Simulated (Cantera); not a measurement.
Input: 1 mol Al, 1.3 mol HCl, 120 mol H2, at 7.50 Torr.

These are equilibrium values from Cantera (NASA tables, ideal gas, pure condensed phases), not measurements of a reactor. Candidate condensed phases: Al, AlCl3; 12 gas species. The tables' values for AlCl2 are old estimates; treat these amounts as uncertain. The numbers say what is thermodynamically allowed, not how fast it happens.

x: gas mole fraction; n: condensed amount in mol.

```json
[
 {"T (K)": "723", "x H2": "0.996", "x AlCl": "3.14e-5", "x AlCl3": "0.00356", "x HCl": "2.77e-7", "x AlCl2": "5.28e-6", "x H": "<1e-12", "x Al2Cl6": "___", "n Al(s)": "0.564", "n Al(l)": "0"},
 {"T (K)": "798", "x H2": "0.996", "x AlCl": "0.000277", "x AlCl3": "0.00347", "x HCl": "1.34e-6", "x AlCl2": "2.75e-5", "x H": "2.66e-11", "x Al2Cl6": "___", "n Al(s)": "0.543", "n Al(l)": "0"},
 {"T (K)": "873", "x H2": "0.995", "x AlCl": "0.00159", "x AlCl3": "0.00298", "x HCl": "4.75e-6", "x AlCl2": "9.83e-5", "x H": "4.67e-10", "x Al2Cl6": "___", "n Al(s)": "0.434", "n Al(l)": "0"},
 {"T (K)": "948", "x H2": "0.993", "x AlCl": "0.00568", "x AlCl3": "0.00154", "x HCl": "1.16e-5", "x AlCl2": "0.000198", "x H": "5.22e-9", "x Al2Cl6": "___", "n Al(s)": "0", "n Al(l)": "0.0989"},
 {"T (K)": "1023", "x H2": "0.992", "x AlCl": "0.00688", "x AlCl3": "0.00108", "x HCl": "4.30e-5", "x AlCl2": "0.000257", "x H": "4.12e-8", "x Al2Cl6": "___", "n Al(s)": "0", "n Al(l)": "0"},
 {"T (K)": "1098", "x H2": "0.992", "x AlCl": "0.00690", "x AlCl3": "0.000988", "x HCl": "0.000160", "x AlCl2": "0.000329", "x H": "2.46e-7", "x Al2Cl6": "___", "n Al(s)": "0", "n Al(l)": "0"},
 {"T (K)": "1173", "x H2": "0.991", "x AlCl": "0.00703", "x AlCl3": "0.000805", "x HCl": "0.000469", "x AlCl2": "0.000385", "x H": "1.17e-6", "x Al2Cl6": "___", "n Al(s)": "0", "n Al(l)": "0"},
 {"T (K)": "1248", "x H2": "0.991", "x AlCl": "0.00731", "x AlCl3": "0.000515", "x HCl": "0.00104", "x AlCl2": "0.000392", "x H": "4.65e-6", "x Al2Cl6": "___", "n Al(s)": "0", "n Al(l)": "0"},
 {"T (K)": "1323", "x H2": "0.990", "x AlCl": "0.00767", "x AlCl3": "0.000225", "x HCl": "0.00169", "x AlCl2": "0.000323", "x H": "1.58e-5", "x Al2Cl6": "___", "n Al(s)": "0", "n Al(l)": "0"}
]
```

Q: What belongs in the gaps?

A: 
- 723, x Al2Cl6: 2.85e-6
- 798, x Al2Cl6: 4.20e-7
- 873, x Al2Cl6: 6.73e-8
- 948, x Al2Cl6: 5.03e-9
- 1023, x Al2Cl6: 8.55e-10
- 1098, x Al2Cl6: 2.85e-10
- 1173, x Al2Cl6: 8.58e-11
- 1248, x Al2Cl6: 1.77e-11
- 1323, x Al2Cl6: 1.85e-12
